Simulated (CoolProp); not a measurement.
A single-stage vapour-compression cycle with R1336mzz(E): evaporating at 278.15 K (dew point), condensing at 303.15 K (bubble point), superheat 8 K, subcooling 5 K, compressor efficiency 0.6, no pressure losses. Each further row changes one setting.

The numbers come from the reference Helmholtz-energy equation of state, Akasaka 2023 in CoolProp.

```csv
case,cooling COP,pressure ratio,discharge temperature (K),refrigerating effect (kJ/kg),volumetric capacity (kJ/m³)
as stated,6.23,2.55,315.7,137,886
evaporating temperature 283.15 K,8.11,2.08,314.5,140,1100
condensing temperature 298.15 K,7.99,2.15,310.2,143,926
subcooling 10 K,6.51,2.55,315.7,143,926
superheat 18 K,6.34,2.55,326.2,145,903
compressor efficiency 0.5,5.19,2.55,320.7,137,886
```
